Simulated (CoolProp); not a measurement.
Vapour pressure (MPa) of benzene: the reference equation beside estimates from Tc = 288.9 °C, pc = 4.906 MPa, ω = 0.211. Clausius-Clapeyron is anchored at 21.85 °C with a constant enthalpy of vaporisation of 34.04 kJ/mol.

The numbers come from the reference Helmholtz-energy equation of state, Thol 2012 in CoolProp.

```json
[
 {"T (°C)": "21.85", "reference": "0.01096", "Clausius-Clapeyron": "0.01096", "van der Waals": "0.1881", "Soave-Redlich-Kwong": "…", "Peng-Robinson": "0.01178"},
 {"T (°C)": "50.05", "reference": "0.03627", "Clausius-Clapeyron": "0.03678", "van der Waals": "0.3321", "Soave-Redlich-Kwong": "…", "Peng-Robinson": "0.03747"},
 {"T (°C)": "78.35", "reference": "0.09608", "Clausius-Clapeyron": "0.1020", "van der Waals": "0.5394", "Soave-Redlich-Kwong": "0.09578", "Peng-Robinson": "…"},
 {"T (°C)": "106.55", "reference": "0.2144", "Clausius-Clapeyron": "0.2423", "van der Waals": "0.8186", "Soave-Redlich-Kwong": "0.2139", "Peng-Robinson": "0.2141"},
 {"T (°C)": "134.85", "reference": "0.4224", "Clausius-Clapeyron": "…", "van der Waals": "1.181", "Soave-Redlich-Kwong": "0.4231", "Peng-Robinson": "…"},
 {"T (°C)": "163.15", "reference": "0.7546", "Clausius-Clapeyron": "0.9814", "van der Waals": "…", "Soave-Redlich-Kwong": "0.7598", "Peng-Robinson": "0.7514"},
 {"T (°C)": "191.35", "reference": "1.248", "Clausius-Clapeyron": "1.735", "van der Waals": "2.183", "Soave-Redlich-Kwong": "1.262", "Peng-Robinson": "1.246"},
 {"T (°C)": "219.65", "reference": "1.948", "Clausius-Clapeyron": "…", "van der Waals": "2.837", "Soave-Redlich-Kwong": "1.977", "Peng-Robinson": "1.954"}
]
```

Problem. Fill in the missing entries.

Solution. 
- 21.85, Soave-Redlich-Kwong: 0.01114
- 50.05, Soave-Redlich-Kwong: 0.03633
- 78.35, Peng-Robinson: 0.09704
- 134.85, Clausius-Clapeyron: 0.5118
- 134.85, Peng-Robinson: 0.4203
- 163.15, van der Waals: 1.634
- 219.65, Clausius-Clapeyron: 2.878

Absolute difference from the reference over all 8 rows, mean and median: Clausius-Clapeyron 19.8 and 17.1 %, van der Waals 449.0 and 230.7 %, Soave-Redlich-Kwong 0.7 and 0.5 %, Peng-Robinson 1.7 and 0.5 %.
